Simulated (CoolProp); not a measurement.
A closed Brayton cycle with carbon dioxide: compressor inlet 318.15 K and 7.7 MPa, high pressure 22 MPa, turbine inlet 970 K, compressor efficiency 0.85, turbine efficiency 0.9, recuperator effectiveness 0.8 (on enthalpy, no pinch check). Each further row changes one setting.

Values from CoolProp's reference Helmholtz-energy equation of state, Span 1996.

```tsv
case	thermal efficiency (%)	net work (kJ/kg)	compressor to turbine work	compressor exit (K)	turbine exit (K)
as stated	32.6	111	0.32	404.5	831.7
turbine inlet 920 K	31.8	102	0.34	404.5	786.5
compressor inlet 328.15 K	31.8	104	0.36	421.5	831.7
high pressure 18.7 MPa	30.4	97.2	0.30	390.7	852.3
recuperator effectiveness 0.5	22.7	111	0.32	404.5	831.7
```
